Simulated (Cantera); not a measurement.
A Cantera script and its output.

```python
import numpy as np
import cantera as ct

gas = ct.Solution("gri30.yaml")
gas.TPX = 2050, 28000, {'NO': 1, 'N2': 0.38}
reactor = ct.IdealGasConstPressureReactor(gas, energy="off", clone=False)
net = ct.ReactorNet([reactor])
net.rtol, net.atol = 1e-08, 1e-18
show = ['NO', 'O2', 'O', 'N2', 'N2O', 'NO2']
times = np.geomspace(0.0008, 10, 9)

steps = ct.SolutionArray(gas, extra=["t"])
rows = []
print(f"{'t/s':>10s}{'T/K':>9s}{'P/Pa':>11s}" + "".join(f"{s:>11s}" for s in show))
for t in times:
    while net.time < t:
        t_next = net.step()
        steps.append(gas.state, t=t_next)
    rows.append([np.interp(t, steps.t, y) for y in (steps.T, steps.P, *steps(*show).X.T)])
    print(f"{t:10.3e}{rows[-1][0]:9.1f}{rows[-1][1]:11.4g}" + "".join(f"{x:11.3e}" for x in rows[-1][2:]))
rate = np.gradient(steps.T, steps.t)
print("integrator steps:", len(steps.t))
if steps.T.max() > steps.T[0] + 200:
    print(f"time of steepest temperature rise: {steps.t[rate.argmax()]:.4e} s")
gas.TPX = 2050, 28000, {'NO': 1, 'N2': 0.38}
gas.equilibrate("TP")
print(f"equilibrium (TP): T = {gas.T:.1f} K  " + "  ".join(f"{s} {gas[s].X[0]:.3e}" for s in show))
```

Result:

```
       t/s      T/K       P/Pa         NO         O2          O         N2        N2O        NO2
 8.000e-04   2050.0    2.8e+04  7.242e-01  4.255e-05  1.390e-04  2.755e-01  1.349e-04  7.426e-05
 2.601e-03   2050.0    2.8e+04  7.230e-01  4.898e-04  2.364e-04  2.759e-01  2.216e-04  1.345e-04
 8.459e-03   2050.0    2.8e+04  7.191e-01  2.389e-03  2.573e-04  2.779e-01  2.331e-04  1.477e-04
 2.751e-02   2050.0    2.8e+04  7.065e-01  8.668e-03  2.965e-04  2.842e-01  2.222e-04  1.736e-04
 8.944e-02   2050.0    2.8e+04  6.650e-01  2.930e-02  3.974e-04  3.049e-01  1.909e-04  2.326e-04
 2.908e-01   2050.0    2.8e+04  5.376e-01  9.283e-02  6.071e-04  3.686e-01  1.174e-04  3.054e-04
 9.457e-01   2050.0    2.8e+04  2.619e-01  2.306e-01  9.034e-04  5.064e-01  2.584e-05  2.305e-04
 3.075e+00   2050.0    2.8e+04  4.621e-02  3.384e-01  1.078e-03  6.142e-01  9.875e-07  4.925e-05
 1.000e+01   2050.0    2.8e+04  1.142e-02  3.558e-01  1.104e-03  6.316e-01  2.811e-07  1.249e-05
integrator steps: 1063
equilibrium (TP): T = 2050.0 K  NO 1.026e-02  O2 3.564e-01  O 1.104e-03  N2 6.322e-01  N2O 2.725e-07  NO2 1.122e-05
```

Model: GRI-Mech 3.0 (53 species, 325 reactions), integrated in Cantera.
